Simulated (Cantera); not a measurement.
Charge: 1 mol TiO₂, 0.71 mol Cl₂, 0.99 mol H₂, equilibrated at 1623.15 K.

Method: chemical equilibrium by Gibbs-energy minimisation in Cantera with the NASA 1993 tables (ideal gas, pure condensed phases). Candidate condensed phases: H₂O, Ti, TiCl₂, TiCl₃, TiCl₄, TiO, TiO₂, Ti₂O₃, Ti₃O₅, Ti₄O₇; 23 gas species. Mutual solubility and eutectic melting of coexisting phases are not modelled. Condensed phases not in the tables: Magnéli phases beyond Ti₄O₇. Gases not in the tables: TiO(OH)₂. The numbers say what is thermodynamically allowed, not how fast it happens.

x: gas mole fraction; n: condensed amount in mol.

```tsv
P (Pa)	x HCl	x H₂	x H₂O	x TiCl₄	x TiCl₃	n TiO₂(rutile)	n Ti₄O₇(s)
1000	0.832	0.160	0.00594	0.000114	0.000375	0.965	0.00842
2400	0.832	0.160	0.00596	0.000271	0.000577	0.970	0.00723
5600	0.830	0.162	0.00601	[?]	[?]	0.977	[?]
13000	0.827	0.164	0.00609	[?]	0.00128	0.990	[?]
32000	0.824	0.165	0.00735	0.00230	0.00137	0.994	0
75000	0.821	0.165	0.00927	0.00333	0.00130	0.992	0
180000	0.817	0.165	0.0119	0.00475	0.00121	0.990	0
420000	0.812	0.165	0.0153	0.00655	0.00110	0.987	0
1000000	0.804	0.166	0.0198	0.00894	0.000980	0.983	0
```

### Question
Some entries are withheld; supply them.

### Answer

- 5600, x TiCl₄: 0.000620
- 5600, x TiCl₃: 0.000868
- 5600, n Ti₄O₇(s): 0.00512
- 13000, x TiCl₄: 0.00138
- 13000, n Ti₄O₇(s): 0.00127
